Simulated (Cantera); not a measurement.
Input: 1 mol CH3F, a varied amount of HCl, 0.11 mol H2, equilibrated at 2475 K and 0.150 Torr.

Equilibrium computed with Cantera from the NASA thermochemical tables; the gas is ideal and each condensed phase is pure. Candidate condensed phases: C, C6H6, C7H8, C8H18; 118 gas species. Kinetics and transport are ignored.

x: gas mole fraction; n: condensed amount in mol.

```
n(HCl) (mol)    x H   x HF     x Cl    x H2    x HCl  n C(graphite)
------------  -----  -----  -------  ------  -------  -------------
0.029         0.535  0.336  0.00757   0.113  0.00226          0.974
0.057         0.532  0.330        …   0.112        …          0.973
0.11          0.527  0.321        …   0.110        …          0.972
0.22          0.518  0.302   0.0521   0.106   0.0150          0.971
0.43          0.503  0.272   0.0923   0.100   0.0259          0.968
0.83          0.482  0.229    0.151  0.0916   0.0406          0.963
1.6           0.455  0.175    0.226  0.0818   0.0573          0.953
```

Q: Complete the blanks.

A: 
- 0.11, x Cl: 0.0275
- 0.11, x HCl: 0.00809
- 0.057, x Cl: 0.0147
- 0.057, x HCl: 0.00435
